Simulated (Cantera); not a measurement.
Feed: 1 mol Si₃H₈, 0.042 mol Cl₂, 150 mol H₂, a varied amount of HCl, equilibrated at 1277 °C and 2.70 Torr.

Cantera equilibrium calculation (NASA polynomials, part measured and part estimated; ideal gas, pure solids and liquids). Candidate condensed phases: Si; 19 gas species. The feed counts by its element totals alone. The numbers say what is thermodynamically allowed, not how fast it happens.

log p: log10 of the partial pressure in bar; n: condensed amount in mol.

| n(HCl) (mol) | log p H₂ | log p HCl | log p SiCl₂ | log p H | n Si(s) |
|---|---|---|---|---|---|
| 0.12 | -2.44 | -5.33 | -7.69 | -5.72 | 3.00 |
| 0.18 | -2.44 | -5.22 | -7.46 | -5.72 | 3.00 |
| 0.28 | -2.44 | -5.08 | -7.19 | -5.72 | 3.00 |
| 0.41 | -2.45 | -4.95 | -6.93 | -5.72 | 2.99 |
| 0.62 | -2.45 | ? | ? | -5.72 | 2.99 |
| 0.93 | -2.45 | ? | ? | -5.73 | 2.98 |
| 1.4 | -2.45 | -4.49 | -6.01 | -5.73 | 2.96 |
| 2.1 | -2.45 | -4.33 | -5.70 | -5.73 | 2.91 |
| 3.2 | -2.45 | -4.18 | -5.38 | -5.73 | 2.81 |

What belongs in the gaps?


- 0.93, log p HCl: -4.65
- 0.93, log p SiCl₂: -6.32
- 0.62, log p HCl: -4.80
- 0.62, log p SiCl₂: -6.63
